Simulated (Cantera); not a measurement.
Charge: 1 mol SiH2Cl2, 0.026 mol HCl, a varied amount of H2, held at 0.100 bar.

Method: chemical equilibrium by Gibbs-energy minimisation in Cantera with the NASA 1993 tables (ideal gas, pure condensed phases). Candidate condensed phases: Si; 19 gas species. The tables' values for SiCl3 are old estimates. Kinetics and transport are ignored.

What condenses at these points (T in K, n(H2) in mol): (1098, 410); (1298, 190); (1198, 600); (2098, 880); (1498, 500)?


| T (K) | n(H2) in mol | condensed phases | Si condensed (%) |
|---|---|---|---|
| 1098 | 410 | Si | 95.6 |
| 1298 | 190 | Si | 94.4 |
| 1198 | 600 | Si | 98.1 |
| 2098 | 880 | gas only | 0.0 |
| 1498 | 500 | Si | 97.4 |
